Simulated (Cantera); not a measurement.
Feed: 1 mol NiS, 500 mol H2, 0.98 mol N2, at 0.240 bar.

Equilibrium computed with Cantera from the NASA thermochemical tables; the gas is ideal and each condensed phase is pure. Candidate condensed phases: Ni, NiS, NiS2, Ni3S2, Ni3S4, S; 17 gas species. Kinetics and transport are ignored. All values below are at 477 °C.

Base state: H2 0.997, N2 0.00193, H2S 0.000665, NH3 5.36e-5 (mole fractions); condensed: Ni3S2(s).

What changes in the equilibrium state with this change: NiS replaced by CuO?


```tsv
species	before	after
H2	0.997	0.996
H2O	0	0.00200
N2	0.00193	0.00193
H2S	0.000665	0
NH3	5.36e-5	5.35e-5
Ni3S2(s), mol	0.333	0
Cu(s), mol	0	1.00
```
Further candidate phases: Cu, CuO, Cu(OH)2, Cu2O, H2O.
